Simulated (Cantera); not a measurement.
A freely propagating, adiabatic, planar premixed flame of 52.2 % H₂, 8.73 % O₂, 32.8 % N₂, 6.27 % H₂O, unburnt at 325 K and 750 Torr; multicomponent+Soret transport, grid criteria slope 0.08 and curve 0.16, no radiation.

Computed with Cantera and the H2/O2 subset of GRI-Mech 3.0, which has no nitrogen chemistry. Burning velocities carry a grid error of a few per cent, more on coarse grids.

Task: Predict: laminar burning velocity; thermal thickness; peak x(HO₂); peak x(O); peak x(H).

Result: 
| Quantity | Value |
|---|---|
| laminar burning velocity | 203 cm/s |
| thermal thickness | 0.358 mm |
| peak x(HO₂) | 0.000441 |
| peak x(O) | 0.000658 |
| peak x(H) | 0.0349 |
